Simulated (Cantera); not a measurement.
## NO annealing gas

An isothermal, constant-pressure homogeneous reactor starts with NO : N2 = 1 : 0.28 (molar parts), at 1900 K and 1.10 bar.

Computed with Cantera and GRI-Mech 3.0 (53 species, 325 reactions).

```
t (s)       x NO   x N2     x N2O       x O      x O2
--------  ------  -----  --------  --------  --------
3.00e-5    0.781  0.219   1.07e-5   4.00e-6   7.19e-8
9.17e-5    0.781  0.219   3.14e-5   6.08e-6   4.89e-7
0.000280   0.781  0.219   8.53e-5   1.20e-5   5.22e-6
0.000857   0.781  0.219  0.000187   2.51e-5   7.99e-5
0.00262    0.779  0.220  0.000265   3.31e-5  0.000658
0.00801    0.775  0.222  0.000269   3.59e-5   0.00270
0.0245     0.762  0.228  0.000259   4.24e-5   0.00888
0.0749     0.726  0.246  0.000233   5.72e-5    0.0270
0.229      0.629  0.295  0.000171   8.45e-5    0.0753
0.700      0.431  0.394   7.81e-5  0.000123     0.175
2.14       0.187  0.516   1.46e-5  0.000157     0.297
6.54      0.0455  0.587   1.16e-6  0.000174     0.368
20.0      0.0108  0.604   3.84e-7  0.000178     0.385
```
x: mole fraction; the columns are a selection and need not sum to one.

Equilibrium at this temperature and pressure: NO 0.00685, N2 0.606, N2O 3.58e-7, O 0.000178, O2 0.387 (gas phase only).
